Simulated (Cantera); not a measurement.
Input: 1 mol Cu2O, 57 mol H2, equilibrated at 101000 Pa.

Equilibrium computed with Cantera from the NASA thermochemical tables; the gas is ideal and each condensed phase is pure. Candidate condensed phases: Cu, CuO, Cu(OH)2, Cu2O, H2O; 12 gas species. Kinetics and transport are ignored.

log p: log10 of the partial pressure in bar; n: condensed amount in mol.

```
T (K)  log p H2  log p H2O  log p H  log p Cu  log p OH  log p Cu2  n Cu(s)  n Cu(l)
-----  --------  ---------  -------  --------  --------  ---------  -------  -------
825        0.00      -1.75      [?]      <-11      <-11       <-11     2.00        0
925        0.00      -1.75      [?]      <-11      <-11       <-11     2.00        0
1025       0.00      -1.75      [?]    -10.38      <-11       <-11     2.00        0
1125       0.00      -1.75      [?]     -8.87    -11.38       <-11     2.00        0
1225       0.00      -1.75      [?]     -7.62    -10.30       <-11     2.00        0
1325       0.00      -1.75      [?]     -6.55     -9.37     -10.53     2.00        0
1425       0.00      -1.75      [?]     -5.66     -8.58      -9.29        0     2.00
1525       0.00      -1.75      [?]     -4.91     -7.88      -8.24        0     2.00
```

Q: Complete the blanks.

A: 
- 825, log p H: -11.10
- 925, log p H: -9.59
- 1025, log p H: -8.36
- 1125, log p H: -7.35
- 1225, log p H: -6.51
- 1325, log p H: -5.79
- 1425, log p H: -5.17
- 1525, log p H: -4.63
